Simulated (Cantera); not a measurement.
Input: 1 mol Si, 0.0024 mol H₂O, 1.9 mol H₂, 0.031 mol O₂, equilibrated at 2.40 mbar.

Method: chemical equilibrium by Gibbs-energy minimisation in Cantera with the NASA 1993 tables (ideal gas, pure condensed phases). Candidate condensed phases: H₂O, Si, SiO₂; 18 gas species. Mutual solubility and eutectic melting of coexisting phases are not modelled. The tables hold silica as quartz up to 1696 K and as liquid above; real silica turns to tridymite and cristobalite and melts near 1996 K. Gases not in the tables: Si₂H₆ and higher silanes. Equilibrium is a limit: real reactors are often held back by kinetics, nucleation or transport.

Task: What share of the Si ends up in condensed phases as a function of T (K), at 900, 1000, 1100, 1200, 1300, 1400, 1500, 1600, 1700, 1800, 1900, 2000, 2100?

Result: 
```json
[
 {"T (K)": "900", "Si condensed (%)": "100.0", "as": "Si(s) + SiO₂(β-quartz)"},
 {"T (K)": "1000", "Si condensed (%)": "100.0", "as": "Si(s) + SiO₂(β-quartz)"},
 {"T (K)": "1100", "Si condensed (%)": "100.0", "as": "Si(s) + SiO₂(β-quartz)"},
 {"T (K)": "1200", "Si condensed (%)": "100.0", "as": "Si(s) + SiO₂(β-quartz)"},
 {"T (K)": "1300", "Si condensed (%)": "99.4", "as": "Si(s) + SiO₂(β-quartz)"},
 {"T (K)": "1400", "Si condensed (%)": "94.0", "as": "Si(s) + SiO₂(β-quartz)"},
 {"T (K)": "1500", "Si condensed (%)": "93.6", "as": "Si(s)"},
 {"T (K)": "1600", "Si condensed (%)": "93.6", "as": "Si(s)"},
 {"T (K)": "1700", "Si condensed (%)": "93.5", "as": "Si(l)"},
 {"T (K)": "1800", "Si condensed (%)": "93.3", "as": "Si(l)"},
 {"T (K)": "1900", "Si condensed (%)": "92.4", "as": "Si(l)"},
 {"T (K)": "2000", "Si condensed (%)": "89.6", "as": "Si(l)"},
 {"T (K)": "2100", "Si condensed (%)": "80.9", "as": "Si(l)"}
]
```
